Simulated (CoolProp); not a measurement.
Properties of hydrogen chloride along the isotherm 357.4 K.

Computed with CoolProp (reference Helmholtz-energy equation of state, Thol 2018).

```
p (MPa)          phase  density (kg/m³)  isothermal compressibility (1/MPa)  expansivity (1/kK)
-------  -------------  ---------------  ----------------------------------  ------------------
3.78               gas            53.50                              0.3075               4.336
7.56               gas            129.6                              0.1929               7.795
11.3     supercritical            259.5                              0.1903               18.34
15.1     supercritical            496.3                                 ___               22.08
18.9     supercritical            621.3                             0.03477               10.99
22.7     supercritical              ___                             0.01933               7.503
26.5     supercritical            727.5                             0.01319               5.865
30.2     supercritical              ___                             0.01003               4.925
34       supercritical            785.3                                 ___               4.283
37.8     supercritical            807.5                            0.006704               3.822
41.6     supercritical            826.8                            0.005751               3.473
```

### Question
Complete the blanks.

### Answer

- 15.1, isothermal compressibility (1/MPa): 0.1029
- 22.7, density (kg/m³): 684.9
- 30.2, density (kg/m³): 759.0
- 34, isothermal compressibility (1/MPa): 0.008037
